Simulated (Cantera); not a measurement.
Input (Python, Cantera) and output of one run.

```python
import numpy as np
import cantera as ct

gas_names = """
    H HNO HNO2 HNO3 HO2 H2 H2O H2O2 N NH NH2 NH3 NH2OH NO NO2 NO3 N2 N2H2 N2H4 N2O O OH O2 O3 Si SiH
    SiH2 SiH3 SiH4 SiN SiO SiO2 Si2 Si2N Si3
""".split()
cond_names = """
    H2O(s) H2O(L) Si(cr) Si(L) SiO2(Lqz) SiO2(hqz) SiO2(L) Si2N2O(s) Si3N4(a)
""".split()


# ... load() reads the species with a 1 bar reference pressure and builds the phases ...
atoms = {
    'SiO2': {'Si': 1, 'O': 2},
    'H2': {'H': 2},
    'N2': {'N': 2},
}
top_T = {'Si2N2O(s)': 2100, 'Si3N4(a)': 2400}  # K; cautious upper limits of use, not melting points


# ... equilibrate(T, P, feed) seeds the gas with the atoms and calls Mixture.equilibrate('TP', solver="vcs", rtol=1e-11, max_steps=5000) ...
results = []
feed = {'SiO2': 1, 'H2': 0.68, 'N2': 47}  # mol
P = 7700  # Pa
for T in [1125, 1200, 1275, 1350, 1425, 1500, 1575, 1650, 1725]:
    mix = equilibrate(T, P, feed)
    results.append((T, P, feed, dict(zip(mix.species_names, mix.species_moles))))

top = {s: max(r[3][s] / sum(r[3][g] for g in gas_names) for r in results) for s in gas_names}
cols = sorted((s for s in top if top[s] > 0.001), key=lambda s: -top[s])[:5]
seen = [c for c in cond_names if any(r[3].get(c, 0) > 1e-12 for r in results)]
print("log10 of partial pressures in bar; condensed amounts in mol")
print(f"{'T/K':>10s}" + "".join(f"{s[:9]:>10s}" for s in cols + seen))
for T, P, feed, n in results:
    ng = sum(n[g] for g in gas_names)
    print(f"{T:10.4g}" + "".join(f"{np.log10(max(n[s] / ng * P / 1e5, 1e-99)):10.3f}" for s in cols)
          + "".join(f"{n.get(c, 0):10.4g}" for c in seen))
```

It prints:

```
log10 of partial pressures in bar; condensed amounts in mol
       T/K        N2        H2 SiO2(hqz)   SiO2(L) Si2N2O(s)
      1125    -1.120    -2.959    0.9999         0 2.505e-05
      1200    -1.120    -2.959    0.9999         0 3.292e-05
      1275    -1.120    -2.959    0.9999         0 4.103e-05
      1350    -1.120    -2.959    0.9999         0 3.949e-05
      1425    -1.120    -2.960    0.9997         0         0
      1500    -1.120    -2.960    0.9992         0         0
      1575    -1.120    -2.961    0.9976         0         0
      1650    -1.120    -2.964     0.994         0         0
      1725    -1.120    -2.970         0     0.986         0
```

These are equilibrium values from Cantera (NASA tables, ideal gas, pure condensed phases), not measurements of a reactor. N2 is the only nitrogen source here; it is nearly inert below about 1500 K, so the nitride shown seldom forms there in practice. The tables hold silica as quartz up to 1696 K and as liquid above; real silica turns to tridymite and cristobalite and melts near 1996 K.
